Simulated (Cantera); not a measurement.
What does this Cantera script print?

```python
import numpy as np
import cantera as ct

gas_names = """
    C CN CO COS CO2 CS CS2 C2 CCN CNC C2N2 C2O C3 C3O2 C4 C4N2 C5 N NCO NO NO2 NO3 N2 N2O O O2 O3 S SN
    SO SO2 SO3 S2 S2O S8
""".split()
cond_names = """
    C(gr) S(cr1) S(cr2) S(L)
""".split()


# ... load() reads the species with a 1 bar reference pressure and builds the phases ...
atoms = {
    'CO2': {'C': 1, 'O': 2},
    'SO2': {'S': 1, 'O': 2},
    'N2': {'N': 2},
}
top_T = {'C(gr)': 4500}  # K; cautious upper limits of use, not melting points


# ... equilibrate(T, P, feed) seeds the gas with the atoms and calls Mixture.equilibrate('TP', solver="vcs", rtol=1e-11, max_steps=5000) ...
results = []
feed = {'CO2': 1, 'SO2': 0.004, 'N2': 2.3}  # mol
T = 1048.15  # K
P = 46  # Pa
mix = equilibrate(T, P, feed)
results.append((T, P, feed, dict(zip(mix.species_names, mix.species_moles))))
x = sorted(zip(gas.X, gas.species_names), reverse=True)
print(f"T = {T:g} K  P = {P:g} Pa  gas = {mix.phase_moles(0):.4g} mol")
print("   x: " + "  ".join(f"{s} {v:.3e}" for v, s in x if v > 0.001))
print("   condensed (mol): " + ("  ".join(f"{mix.phase(i).name} {mix.phase_moles(i):.4g}"
      for i in range(1, mix.n_phases) if mix.phase_moles(i) > 1e-12) or "none"))
```

Output:

```
T = 1048.15 K  P = 46 Pa  gas = 3.304 mol
   x: N2 6.961e-01  CO2 3.027e-01  SO2 1.211e-03
   condensed (mol): none
```

These are equilibrium values from Cantera (NASA tables, ideal gas, pure condensed phases), not measurements of a reactor.
